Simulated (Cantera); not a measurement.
Mixture: 14.5 % CH4, 1.74 % H2, 17.6 % O2, 66.2 % N2, equivalence ratio 1.7, at 1.00 atm, adiabatic and at constant volume. Ignition delay is the time to a rise of 400 K.

Model: GRI-Mech 3.0 (53 species, 325 reactions), integrated in Cantera.

Question: Predict: delay at 1075 K; delay at 1125 K; delay at 1175 K; delay at 1225 K; delay at 1275 K; delay at 1325 K; delay at 1375 K; apparent activation energy between 1275 and 1375 K.

Answer: 
```
Property                                                 Value
--------------------------------------------------  ----------
delay at 1075 K                                        70.9 ms
delay at 1125 K                                        40.9 ms
delay at 1175 K                                        23.4 ms
delay at 1225 K                                        13.3 ms
delay at 1275 K                                        7.64 ms
delay at 1325 K                                        4.43 ms
delay at 1375 K                                        2.62 ms
apparent activation energy between 1275 and 1375 K  160 kJ/mol
```
